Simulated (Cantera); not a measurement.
Feed: 1 mol SiHCl3, 20 mol NH3, 0.014 mol H2O, held at 13.3 mbar.

Equilibrium computed with Cantera from the NASA thermochemical tables; the gas is ideal and each condensed phase is pure. Candidate condensed phases: H2O, NH4Cl, Si, SiO2, Si2N2O, Si3N4; 47 gas species. Mutual solubility and eutectic melting of coexisting phases are not modelled. Gases not in the tables: Si2H6 and higher silanes. Rates play no part.

Problem. Which condensed phases are stable at each of these points (T (°C)): 1150, 1225, 1300, 1375, 1450, 1525, 1600, 1675?

Solution. 
| T (°C) | condensed phases | Si condensed (%) |
|---|---|---|
| 1150 | Si2N2O(s) + Si3N4(s) | 97.9 |
| 1225 | Si2N2O(s) + Si3N4(s) | 94.2 |
| 1300 | Si2N2O(s) + Si3N4(s) | 85.8 |
| 1375 | Si3N4(s) | 71.7 |
| 1450 | Si3N4(s) | 53.9 |
| 1525 | Si(l) | 51.2 |
| 1600 | Si(l) | 51.1 |
| 1675 | Si(l) | 47.4 |

From 1150 °C to 1300 °C the condensed part is Si2N2O(s) + Si3N4(s). From 1375 °C to 1450 °C the condensed part is Si3N4(s). From 1525 °C to 1675 °C the condensed part is Si(l).
